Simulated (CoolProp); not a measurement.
Vapour-liquid equilibrium of CH2F2 (R32) (1) + isobutane (2) at 309.2 K; x and y are mole fractions of (1).

The numbers come from the multi-fluid Helmholtz-energy mixture model, Tillner-Roth 1997 and Bücker 2006; pair parameters Bell 2016 in CoolProp.

Question: Give the bubble pressure and the first vapour's composition at x = 0.05, 0.5, 0.65. Is there an azeotrope?

Answer: x = 0.05: 784.1 kPa, y = 0.371; x = 0.5: 2034 kPa, y = 0.769; x = 0.65: 2166 kPa, y = 0.802. y crosses x between x = 0.8 and 0.95: the model has an azeotrope there.

Pair parameters are fitted to limited data, so mixtures are less certain than the pure fluids. With so large a gap from Raoult's law the liquid may split in two, which this calculation doesn't test in full.
